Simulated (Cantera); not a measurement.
Input: 1 mol CaCO₃, 5.5 mol O₂, 3.2 mol N₂, equilibrated at 1200 °C and 10000 Pa.

These are equilibrium values from Cantera (NASA tables, ideal gas, pure condensed phases), not measurements of a reactor. Candidate condensed phases: C, Ca, CaCO₃, CaO; 27 gas species. Kinetics and transport are ignored.

Base state: O₂ 0.566, N₂ 0.329, CO₂ 0.103, NO 0.00114 (mole fractions); condensed: CaO(s).

**Question.** What changes in the equilibrium state with this change: CaCO₃ replaced by MgO?

**Answer.** 
```tsv
species	before	after
O₂	0.566	0.632
N₂	0.329	0.367
NO	0.00114	0.00127
CO₂	0.103	0
CaO(s), mol	1.00	0
MgO(s), mol	0	1.00
```
Further candidate phases: Mg, MgO.

**Question.** What changes in the equilibrium state with this change: temperature from 1200 °C to 875 °C?

**Answer.** 
| species | before | after |
|---|---|---|
| O₂ | 0.566 | 0.567 |
| N₂ | 0.329 | 0.330 |
| CO₂ | 0.103 | 0.103 |
| NO | 0.00114 | 0.000137 |
| CaO(s), mol | 1.00 | 1.00 |
